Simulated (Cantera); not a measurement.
A Cantera script and what it prints.

```python
import numpy as np
import cantera as ct

gas_names = """
    Ca CaCL CaCL2 Ca2 CL CL2 N N2
""".split()
cond_names = """
    Ca(a) Ca(b) Ca(L) CaCL2(s) CaCL2(L)
""".split()


# ... load() reads the species with a 1 bar reference pressure and builds the phases ...
atoms = {
    'CaCl2': {'Ca': 1, 'CL': 2},
    'N2': {'N': 2},
    'Cl2': {'CL': 2},
}
top_T = {}  # K; cautious upper limits of use, not melting points


# ... equilibrate(T, P, feed) seeds the gas with the atoms and calls Mixture.equilibrate('TP', solver="vcs", rtol=1e-11, max_steps=5000) ...
results = []
feed = {'CaCl2': 1, 'N2': 1.9, 'Cl2': 0.00035}  # mol
P = 0.3  # Pa
for T in [1125, 1175, 1225, 1275, 1325, 1375, 1425, 1475, 1525, 1575]:
    mix = equilibrate(T, P, feed)
    results.append((T, P, feed, dict(zip(mix.species_names, mix.species_moles))))

top = {s: max(r[3][s] / sum(r[3][g] for g in gas_names) for r in results) for s in gas_names}
cols = sorted((s for s in top if top[s] > 1e-05), key=lambda s: -top[s])[:9]
seen = [c for c in cond_names if any(r[3].get(c, 0) > 1e-12 for r in results)]
print("log10 of partial pressures in bar; condensed amounts in mol")
print(f"{'T/K':>10s}" + "".join(f"{s[:9]:>10s}" for s in cols + seen))
for T, P, feed, n in results:
    ng = sum(n[g] for g in gas_names)
    print(f"{T:10.4g}" + "".join(f"{np.log10(max(n[s] / ng * P / 1e5, 1e-99)):10.3f}" for s in cols)
          + "".join(f"{n.get(c, 0):10.4g}" for c in seen))
```

Result:

```
log10 of partial pressures in bar; condensed amounts in mol
       T/K        N2     CaCL2        CL      CaCL        Ca
      1125    -5.707    -5.985    -9.140   -13.482   -18.783
      1175    -5.707    -5.985    -9.140   -12.521   -17.014
      1225    -5.707    -5.985    -9.139   -11.639   -15.391
      1275    -5.707    -5.985    -9.132   -10.833   -13.908
      1325    -5.707    -5.985    -9.096   -10.117   -12.593
      1375    -5.707    -5.986    -8.989    -9.528   -11.525
      1425    -5.707    -5.986    -8.794    -9.074   -10.719
      1475    -5.707    -5.987    -8.551    -8.715   -10.093
      1525    -5.707    -5.988    -8.290    -8.412    -9.575
      1575    -5.708    -5.990    -8.029    -8.147    -9.124
```

These are equilibrium values from Cantera (NASA tables, ideal gas, pure condensed phases), not measurements of a reactor.
